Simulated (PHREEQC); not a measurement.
Consider water at 25 °C with 1.4 mol/kgw HCl, 0.27 mol/kgw MgSO4 and 0.56 mol/kgw MgCl2. Closed to the air; pH follows from the charge balance.

Equilibrium calculation in PHREEQC: Pitzer model, pitzer.dat.

```json
[
 {"quantity": "pH", "before": "-0.49", "after": "1.00"},
 {"quantity": "HSO4- (mol/kgw)", "before": "0.193", "after": "0.0155"},
 {"quantity": "SO4-2 (mol/kgw)", "before": "0.0773", "after": "0.0115"},
 {"quantity": "SI of Epsomite (MgSO4:7H2O)", "before": "-1.68", "after": "-2.71"},
 {"quantity": "SI of Hexahydrite (MgSO4:6H2O)", "before": "-1.92", "after": "-2.99"}
]
```

**Question.** Which change was made?
A) diluted 10-fold with water
B) MgCl2 from 0.56 to 0.28 mol/kgw
C) MgSO4 from 0.27 to 1.35 mol/kgw
D) temperature from 25 to 10 °C
E) 0.034 mol/kgw NaOH added

**Answer.** A, diluted 10-fold with water

This is a speciation only: nothing precipitates in the calculation. In brines, pH and single-ion activities rest on the MacInnes convention.
